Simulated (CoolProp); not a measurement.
Ethanol at several states: density (kg/m³) from the reference equation and from simpler models built on Tc = 514.7 K, pc = 6268 kPa, ω = 0.644; each cubic takes its own stable root.

Values from CoolProp's reference Helmholtz-energy equation of state, Schroeder 2014.

```tsv
T (K)	p (kPa)	phase	reference	van der Waals	Redlich-Kwong
351.5	2460	liquid	(withheld)	(withheld)	572.3
457.8	141	gas	1.727	1.722	1.725
554.3	165	gas	1.658	1.660	1.661
179	142	liquid	(withheld)	476.9	(withheld)
379	22.2	gas	0.3261	0.3253	0.3255
```

**Question.** What belongs in the gaps?

**Answer.** 
- 351.5, reference: 739.5
- 351.5, van der Waals: 394.2
- 179, reference: 888.9
- 179, Redlich-Kwong: 711.0
